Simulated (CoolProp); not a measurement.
Values from CoolProp's reference Helmholtz-energy equation of state, Thol 2017.

### Question
Give the vapour pressure (MPa), liquid density (kg/m³), vapour density (kg/m³), enthalpy of vaporisation (kJ/kg) of saturated decamethyltetrasiloxane (MD2M) at 500.9 K.

### Answer
```
T (K)  p (MPa)  liquid density (kg/m³)  vapour density (kg/m³)  enthalpy of vaporisation (kJ/kg)
-----  -------  ----------------------  ----------------------  --------------------------------
500.9    0.213                     622                    18.2                               116
```
